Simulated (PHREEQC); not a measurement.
**Copper plating or etch bath: speciation**

Solution (24 °C): 0.0065 mol CuSO4, 0.00018 mol HNO3 and 0.0012 mol Na2SO4 per kg of water. Closed to the air; pH follows from the charge balance.

The numbers come from PHREEQC with the ion-association model, phreeqc.dat.

Precipitation was switched off in this run.

### Question
Estimate the pH.

### Answer
pH 3.92.

### Question
In which forms is Na present?

### Answer
Na+ 98 %, NaSO4- 1.6 % of the Na.

Complexes and solids missing from the database can't appear.
